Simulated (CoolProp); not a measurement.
Values from CoolProp's reference Helmholtz-energy equation of state, Setzmann 1991.

**Question.** Give the vapour pressure (kPa), liquid density (kg/m³), liquid cp (kJ/(kg K)), liquid viscosity (µPa s) of saturated methane at 134 K.

**Answer.** 
| T (K) | p (kPa) | liquid density (kg/m³) | liquid cp (kJ/(kg K)) | liquid viscosity (µPa s) |
|---|---|---|---|---|
| 134 | 464 | 387 | 3.71 | 75.6 |

Viscosity comes from a separate model (Quiñones-Cisneros 2006).
